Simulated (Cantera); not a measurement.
Cantera run:

```python
import numpy as np
import cantera as ct

gas_names = [...]  # 114 gases of nasa_gas.yaml made of C, Fe, H, O
cond_names = """
    C(gr) C6H6(L) C7H8(L) C8H18(L),n-octa Fe(a) Fe(c) Fe(d) Fe(L) FeC5O5(L) FeO(s) FeO(L) Fe(OH)2(s)
    Fe(OH)3(s) Fe2O3(s) Fe3O4(s) H2O(s) H2O(L)
""".split()


# ... load() reads the species with a 1 bar reference pressure and builds the phases ...
atoms = {
    'Fe': {'Fe': 1},
    'H2O': {'H': 2, 'O': 1},
    'CO': {'C': 1, 'O': 1},
}
top_T = {'C(gr)': 4500, 'Fe2O3(s)': 1830, 'Fe3O4(s)': 1870}  # K; cautious upper limits of use, not melting points


# ... equilibrate(T, P, feed) seeds the gas with the atoms and calls Mixture.equilibrate('TP', solver="vcs", rtol=1e-11, max_steps=5000) ...
results = []
feed = {'Fe': 1, 'H2O': 13, 'CO': 43}  # mol
P = 13000  # Pa
for T in [1050, 1150, 1250, 1350, 1450, 1550, 1650, 1750]:
    mix = equilibrate(T, P, feed)
    results.append((T, P, feed, dict(zip(mix.species_names, mix.species_moles))))

top = {s: max(r[3][s] / sum(r[3][g] for g in gas_names) for r in results) for s in gas_names}
cols = sorted((s for s in top if top[s] > 0.001), key=lambda s: -top[s])[:8]
seen = [c for c in cond_names if any(r[3].get(c, 0) > 1e-12 for r in results)]
print("log10 of partial pressures in bar; condensed amounts in mol")
print(f"{'T/K':>10s}" + "".join(f"{s[:9]:>10s}" for s in cols + seen))
for T, P, feed, n in results:
    ng = sum(n[g] for g in gas_names)
    print(f"{T:10.4g}" + "".join(f"{np.log10(max(n[s] / ng * P / 1e5, 1e-99)):10.3f}" for s in cols)
          + "".join(f"{n.get(c, 0):10.4g}" for c in seen))
```

Output:

```
log10 of partial pressures in bar; condensed amounts in mol
       T/K        CO        H2       CO2       H2O    FeO(s)    FeO(L)
      1050    -1.109    -1.614    -1.657    -2.233         1         0
      1150    -1.102    -1.638    -1.684    -2.145         1         0
      1250    -1.095    -1.660    -1.709    -2.080         1         0
      1350    -1.090    -1.681    -1.732    -2.030         1         0
      1450    -1.085    -1.700    -1.753    -1.991    0.9999         0
      1550    -1.081    -1.716    -1.772    -1.960    0.9997         0
      1650    -1.078    -1.731    -1.789    -1.935         0    0.9988
      1750    -1.075    -1.745    -1.804    -1.915         0    0.9953
```

Method: chemical equilibrium by Gibbs-energy minimisation in Cantera with the NASA 1993 tables (ideal gas, pure condensed phases). The tables' stoichiometric FeO is somewhat more stable than real wüstite, so its field is too wide. FeO: taken at fixed stoichiometry.
